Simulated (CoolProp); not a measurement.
Vapour-liquid equilibrium of R13 (1) + isobutane (2) at -7.75 °C; x and y are mole fractions of (1).

Values from CoolProp's multi-fluid Helmholtz-energy mixture model, Platzer 1990 and Bücker 2006; pair parameters Bell 2016. This equation is an older, rougher fit; its heat capacities, sound speeds and derivatives of the liquid may be far off and weren't checked against measurements.

| x | bubble pressure (bar) | y at the bubble point | dew pressure at overall composition x (bar) | liquid density (mol/L) |
|---|---|---|---|---|
| 0.05 | 2.274 | 0.485 | 1.244 | 10.22 |
| 0.2 | 5.102 | 0.782 | 1.475 | 10.46 |
| 0.35 | 7.380 | 0.860 | 1.811 | 10.68 |
| 0.5 | 9.308 | 0.900 | 2.340 | 10.88 |
| 0.65 | 11.11 | 0.929 | 3.295 | 11.05 |
| 0.8 | 13.00 | 0.957 | 5.496 | 11.17 |
| 0.95 | 15.23 | 0.988 | 12.53 | 11.22 |

No azeotrope shows between x = 0.05 and 0.95.

The pair parameters rest on a limited set of measurements; away from them the model extrapolates. The gap from Raoult's law changes sign with composition, which may be real or a fault of the pair parameters; it wasn't checked against measurements.
